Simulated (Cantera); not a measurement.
Charge: 1 mol Cu, a varied amount of F2, 0.55 mol N2, equilibrated at 798.15 K and 0.0353 Torr.

These are equilibrium values from Cantera (NASA tables, ideal gas, pure condensed phases), not measurements of a reactor. Candidate condensed phases: Cu, CuF2; 11 gas species. Rates play no part.

Problem. At 1.8 mol F2, list the 5 most abundant gas species with their mole fractions, and the condensed phases.

Solution. F 0.509, N2 0.304, F2 0.187, CuF2 0.000105, NF3 4.44e-5. Condensed: CuF2(s).
